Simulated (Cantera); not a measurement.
A perfectly stirred reactor is fed with H₂ : O₂ : N₂ = 1 : 0.98 : 3.69 (molar parts), equivalence ratio 0.51, at 5.00 bar; it is adiabatic with a 350 K inlet, and is followed from long to short residence time, starting on the burning branch (τ in s: 0.31, 0.074, 0.018, 0.0042, 0.001, 0.00024, 5.6e-05, 1.3e-05, 3.2e-06).

Detailed kinetics in Cantera: GRI-Mech 3.0 (53 species, 325 reactions). The hydrogen kinetics of GRI-Mech 3.0 are dated; newer H2 mechanisms differ, most at raised pressure.

Question: What does this change do: pressure from 5.00 bar to 2.70 bar?

Answer: 
```csv
quantity,before,after
"blow-out, bracketed by the residence times tried","burning at 13.0 µs, out at 3.20 µs","burning at 56.0 µs, out at 13.0 µs"
x(H₂) at τ = 0.310 s,2.08e-5,3.35e-5
x(O₂) at τ = 0.310 s,0.0927,0.0927
x(HO₂) at τ = 0.310 s,1.14e-6,1.14e-6
x(NO) at τ = 0.310 s,7.39e-6,7.59e-6
x(O) at τ = 0.310 s,1.07e-5,2.01e-5
x(H₂) at τ = 1.00 ms,0.000915,0.00140
x(O₂) at τ = 1.00 ms,0.0926,0.0923
x(HO₂) at τ = 1.00 ms,2.77e-5,2.87e-5
x(NO) at τ = 1.00 ms,4.36e-6,5.02e-6
x(O) at τ = 1.00 ms,0.000303,0.000733
```

Question: What does this change do: pressure from 5.00 bar to 13.0 bar?

Answer: 
| quantity | before | after |
|---|---|---|
| blow-out, bracketed by the residence times tried | burning at 13.0 µs, out at 3.20 µs | burning at 56.0 µs, out at 13.0 µs |
| x(H₂) at τ = 0.310 s | 2.08e-5 | 1.05e-5 |
| x(O₂) at τ = 0.310 s | 0.0927 | 0.0928 |
| x(HO₂) at τ = 0.310 s | 1.14e-6 | 1.24e-6 |
| x(NO) at τ = 0.310 s | 7.39e-6 | 9.39e-6 |
| x(O) at τ = 0.310 s | 1.07e-5 | 4.89e-6 |
| x(H₂) at τ = 1.00 ms | 0.000915 | 0.000635 |
| x(O₂) at τ = 1.00 ms | 0.0926 | 0.0929 |
| x(HO₂) at τ = 1.00 ms | 2.77e-5 | 2.72e-5 |
| x(NO) at τ = 1.00 ms | 4.36e-6 | 2.48e-6 |
| x(O) at τ = 1.00 ms | 0.000303 | 6.55e-5 |
The pressure lies above the range GRI-Mech 3.0 was tuned for (to about 10 atm).

Question: What does this change do: H2 1 to 0.77 parts?

Answer: 
```tsv
quantity	before	after
blow-out, bracketed by the residence times tried	burning at 13.0 µs, out at 3.20 µs	burning at 0.240 ms, out at 56.0 µs
x(H₂) at τ = 0.310 s	2.08e-5	3.44e-5
x(O₂) at τ = 0.310 s	0.0927	0.118
x(HO₂) at τ = 0.310 s	1.14e-6	1.95e-6
x(NO) at τ = 0.310 s	7.39e-6	6.61e-7
x(O) at τ = 0.310 s	1.07e-5	3.03e-6
x(H₂) at τ = 1.00 ms	0.000915	0.00203
x(O₂) at τ = 1.00 ms	0.0926	0.118
x(HO₂) at τ = 1.00 ms	2.77e-5	8.24e-5
x(NO) at τ = 1.00 ms	4.36e-6	5.05e-7
x(O) at τ = 1.00 ms	0.000303	0.000149
```
